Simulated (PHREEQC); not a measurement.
Solution (25 °C): 0.015 mol FeCl3, 0.03 mol CaCl2 and 0.00031 mol Na2SO4 per kg of water. Closed to the air; pH follows from the charge balance.

All values are PHREEQC results (ion-association model, phreeqc.dat), not measurements.

Each row changes one thing in this solution. No solid was allowed to form.

```json
[
 {"case": "as made", "pH": "2.30", "ionic strength (mol/kgw)": "0.160", "Cl- (mol/kgw)": "0.0997", "Fe+3 (mol/kgw)": "0.00418", "FeCl+2 (mol/kgw)": "0.00413", "FeOH+2 (mol/kgw)": "0.00243", "SI of Fe(OH)3(a) (Fe(OH)3)": "-1.20", "SI of Goethite (FeOOH)": "+4.69"},
 {"case": "CaCl2 left out", "pH": "2.24", "ionic strength (mol/kgw)": "0.0745", "Cl- (mol/kgw)": "0.0420", "Fe+3 (mol/kgw)": "0.00535", "FeCl+2 (mol/kgw)": "0.00262", "FeOH+2 (mol/kgw)": "0.00298", "SI of Fe(OH)3(a) (Fe(OH)3)": "-1.12", "SI of Goethite (FeOOH)": "+4.77"},
 {"case": "CaCl2 from 0.03 to 0.06 mol/kgw", "pH": "2.36", "ionic strength (mol/kgw)": "___", "Cl- (mol/kgw)": "0.158", "Fe+3 (mol/kgw)": "0.00350", "FeCl+2 (mol/kgw)": "0.00504", "FeOH+2 (mol/kgw)": "0.00220", "SI of Fe(OH)3(a) (Fe(OH)3)": "-1.21", "SI of Goethite (FeOOH)": "+4.69"},
 {"case": "FeCl3 from 0.015 to 0.0015 mol/kgw", "pH": "___", "ionic strength (mol/kgw)": "0.0969", "Cl- (mol/kgw)": "0.0643", "Fe+3 (mol/kgw)": "0.000226", "FeCl+2 (mol/kgw)": "___", "FeOH+2 (mol/kgw)": "___", "SI of Fe(OH)3(a) (Fe(OH)3)": "-0.26", "SI of Goethite (FeOOH)": "+5.63"},
 {"case": "Na2SO4 from 0.00031 to 0.000279 mol/kgw", "pH": "2.30", "ionic strength (mol/kgw)": "0.160", "Cl- (mol/kgw)": "0.0997", "Fe+3 (mol/kgw)": "0.00419", "FeCl+2 (mol/kgw)": "0.00414", "FeOH+2 (mol/kgw)": "0.00243", "SI of Fe(OH)3(a) (Fe(OH)3)": "-1.20", "SI of Goethite (FeOOH)": "+4.69"},
 {"case": "Na2SO4 from 0.00031 to 0.00155 mol/kgw", "pH": "2.32", "ionic strength (mol/kgw)": "0.159", "Cl- (mol/kgw)": "0.100", "Fe+3 (mol/kgw)": "0.00391", "FeCl+2 (mol/kgw)": "___", "FeOH+2 (mol/kgw)": "0.00237", "SI of Fe(OH)3(a) (Fe(OH)3)": "-1.17", "SI of Goethite (FeOOH)": "+4.72"},
 {"case": "Na2SO4 replaced by FeSO4 at the same molality", "pH": "2.30", "ionic strength (mol/kgw)": "0.160", "Cl- (mol/kgw)": "0.0997", "Fe+3 (mol/kgw)": "0.00418", "FeCl+2 (mol/kgw)": "0.00413", "FeOH+2 (mol/kgw)": "0.00243", "SI of Fe(OH)3(a) (Fe(OH)3)": "-1.20", "SI of Goethite (FeOOH)": "+4.69"}
]
```

Q: Complete the blanks.

A: 
- CaCl2 from 0.03 to 0.06 mol/kgw, ionic strength (mol/kgw): 0.245
- FeCl3 from 0.015 to 0.0015 mol/kgw, pH: 3.01
- FeCl3 from 0.015 to 0.0015 mol/kgw, FeCl+2 (mol/kgw): 0.000160
- FeCl3 from 0.015 to 0.0015 mol/kgw, FeOH+2 (mol/kgw): 0.000705
- Na2SO4 from 0.00031 to 0.00155 mol/kgw, FeCl+2 (mol/kgw): 0.00388

Some of these states are supersaturated (in Hematite (slow to form), Goethite (slow to form), for instance).
